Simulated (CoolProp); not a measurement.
The numbers come from the reference Helmholtz-energy equation of state, Lemmon 2006 in CoolProp. It is a short technical equation, of lower accuracy than the large ones.

Problem. For R141b, give the phase and the Joule-Thomson coefficient (K/MPa) at -71.75 °C and 0.15 MPa; 121.45 °C and 0.0915 MPa; 18.25 °C and 0.0256 MPa.

Solution. 
- -71.75 °C and 0.15 MPa: liquid; Joule-Thomson coefficient -0.475
- 121.45 °C and 0.0915 MPa: gas; Joule-Thomson coefficient 15.8
- 18.25 °C and 0.0256 MPa: gas; Joule-Thomson coefficient 49.4
